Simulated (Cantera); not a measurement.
A Cantera script and what it prints.

```python
import numpy as np
import cantera as ct

gas_names = """
    CL CL2 H HCL H2 Si SiCL SiCL2 SiCL3 SiCL4 SiH SiHCL3 SiH2 SiH2CL2 SiH3 SiH3CL SiH4 Si2 Si3
""".split()
cond_names = """
    Si(cr) Si(L)
""".split()


# ... load() reads the species with a 1 bar reference pressure and builds the phases ...
atoms = {
    'SiCl4': {'Si': 1, 'CL': 4},
    'HCl': {'H': 1, 'CL': 1},
    'H2': {'H': 2},
    'Cl2': {'CL': 2},
}
top_T = {}  # K; cautious upper limits of use, not melting points


# ... equilibrate(T, P, feed) seeds the gas with the atoms and calls Mixture.equilibrate('TP', solver="vcs", rtol=1e-11, max_steps=5000) ...
results = []
T = 1248.15  # K
P = 65000  # Pa
for m in [39, 60, 81, 100, 120, 140, 160, 190, 210, 230, 250]:
    feed = {'SiCl4': 1, 'HCl': 0.03, 'H2': m, 'Cl2': 0.23}  # mol
    mix = equilibrate(T, P, feed)
    results.append((T, P, feed, dict(zip(mix.species_names, mix.species_moles))))
    x = sorted(zip(gas.X, gas.species_names), reverse=True)
    print(f"T = {T:g} K  P = {P:g} Pa  n(H2) = {m:g} mol  gas = {mix.phase_moles(0):.4g} mol")
    print("   x: " + "  ".join(f"{s} {v:.3e}" for v, s in x if v > 1e-06))
    print("   condensed (mol): " + ("  ".join(f"{mix.phase(i).name} {mix.phase_moles(i):.4g}"
          for i in range(1, mix.n_phases) if mix.phase_moles(i) > 1e-12) or "none"))
```

Output:

```
T = 1248.15 K  P = 65000 Pa  n(H2) = 39 mol  gas = 40.52 mol
   x: H2 9.391e-01  HCL 3.786e-02  SiCL4 8.613e-03  SiHCL3 7.530e-03  SiCL2 3.831e-03  SiCL3 2.139e-03  SiH2CL2 8.948e-04  SiH3CL 2.949e-05
   condensed (mol): Si(cr) 0.06639
T = 1248.15 K  P = 65000 Pa  n(H2) = 60 mol  gas = 61.64 mol
   x: H2 9.547e-01  HCL 3.198e-02  SiHCL3 4.468e-03  SiCL4 4.247e-03  SiCL2 2.690e-03  SiCL3 1.259e-03  SiH2CL2 6.388e-04  SiH3CL 2.533e-05
   condensed (mol): Si(cr) 0.1783
T = 1248.15 K  P = 65000 Pa  n(H2) = 81 mol  gas = 82.74 mol
   x: H2 9.632e-01  HCL 2.799e-02  SiHCL3 2.968e-03  SiCL4 2.448e-03  SiCL2 2.042e-03  SiCL3 8.326e-04  SiH2CL2 4.892e-04  SiH3CL 2.236e-05
   condensed (mol): Si(cr) 0.2717
T = 1248.15 K  P = 65000 Pa  n(H2) = 100 mol  gas = 101.8 mol
   x: H2 9.683e-01  HCL 2.525e-02  SiHCL3 2.167e-03  SiCL2 1.653e-03  SiCL4 1.603e-03  SiCL3 6.063e-04  SiH2CL2 3.981e-04  SiH3CL 2.028e-05
   condensed (mol): Si(cr) 0.3435
T = 1248.15 K  P = 65000 Pa  n(H2) = 120 mol  gas = 121.9 mol
   x: H2 9.722e-01  HCL 2.293e-02  SiHCL3 1.616e-03  SiCL2 1.357e-03  SiCL4 1.081e-03  SiCL3 4.512e-04  SiH2CL2 3.282e-04  SiH3CL 1.849e-05
   condensed (mol): Si(cr) 0.4086
T = 1248.15 K  P = 65000 Pa  n(H2) = 140 mol  gas = 141.9 mol
   x: H2 9.752e-01  HCL 2.101e-02  SiHCL3 1.240e-03  SiCL2 1.136e-03  SiCL4 7.579e-04  SiCL3 3.456e-04  SiH2CL2 2.756e-04  SiH3CL 1.699e-05
   condensed (mol): Si(cr) 0.4646
T = 1248.15 K  P = 65000 Pa  n(H2) = 160 mol  gas = 162 mol
   x: H2 9.776e-01  HCL 1.939e-02  SiHCL3 9.722e-04  SiCL2 9.656e-04  SiCL4 5.471e-04  SiCL3 2.707e-04  SiH2CL2 2.348e-04  SiH3CL 1.572e-05
   condensed (mol): Si(cr) 0.5131
T = 1248.15 K  P = 65000 Pa  n(H2) = 190 mol  gas = 192 mol
   x: H2 9.804e-01  HCL 1.737e-02  SiCL2 7.729e-04  SiHCL3 6.972e-04  SiCL4 3.506e-04  SiCL3 1.938e-04  SiH2CL2 1.885e-04  SiH3CL 1.413e-05
   condensed (mol): Si(cr) 0.5742
T = 1248.15 K  P = 65000 Pa  n(H2) = 210 mol  gas = 212 mol
   x: H2 9.819e-01  HCL 1.624e-02  SiCL2 6.742e-04  SiHCL3 5.685e-04  SiCL4 2.668e-04  SiH2CL2 1.647e-04  SiCL3 1.579e-04  SiH3CL 1.323e-05
   condensed (mol): Si(cr) 0.6086
T = 1248.15 K  P = 65000 Pa  n(H2) = 230 mol  gas = 232.1 mol
   x: H2 9.832e-01  HCL 1.524e-02  SiCL2 5.929e-04  SiHCL3 4.691e-04  SiCL4 2.063e-04  SiH2CL2 1.450e-04  SiCL3 1.302e-04  SiH3CL 1.243e-05
   condensed (mol): Si(cr) 0.6388
T = 1248.15 K  P = 65000 Pa  n(H2) = 250 mol  gas = 252.1 mol
   x: H2 9.843e-01  HCL 1.435e-02  SiCL2 5.250e-04  SiHCL3 3.911e-04  SiCL4 1.618e-04  SiH2CL2 1.285e-04  SiCL3 1.085e-04  SiH3CL 1.171e-05
   condensed (mol): Si(cr) 0.6655
```

These are equilibrium values from Cantera (NASA tables, ideal gas, pure condensed phases), not measurements of a reactor. The tables' values for SiCl3 are old estimates; treat these amounts as uncertain.
